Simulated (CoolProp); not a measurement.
A single-stage vapour-compression cycle with nitrous oxide: evaporating at 202.15 K (dew point), condensing at 233.15 K (bubble point), superheat 5 K, subcooling 2 K, compressor efficiency 0.65, no pressure losses. Each further row changes one setting.

Model: reference Helmholtz-energy equation of state, Lemmon 2006, in CoolProp. It is a short technical equation, of lower accuracy than the large ones.

```tsv
case	cooling COP	pressure ratio	discharge temperature (K)	refrigerating effect (kJ/kg)	volumetric capacity (kJ/m³)
as stated	3.58	3.61	312.8	306	2130
evaporating temperature 207.15 K	4.48	2.85	297.9	(withheld)	2680
condensing temperature 228.15 K	(withheld)	3.01	(withheld)	315	2200
subcooling 7 K	3.68	3.61	312.8	315	2200
superheat 15 K	(withheld)	3.61	326.8	315	2080
compressor efficiency 0.55	3.03	3.61	329.2	306	2130
```

### Question
What belongs in the gaps?

### Answer

- evaporating temperature 207.15 K, refrigerating effect (kJ/kg): 309
- condensing temperature 228.15 K, cooling COP: 4.38
- condensing temperature 228.15 K, discharge temperature (K): 296.7
- superheat 15 K, cooling COP: 3.48
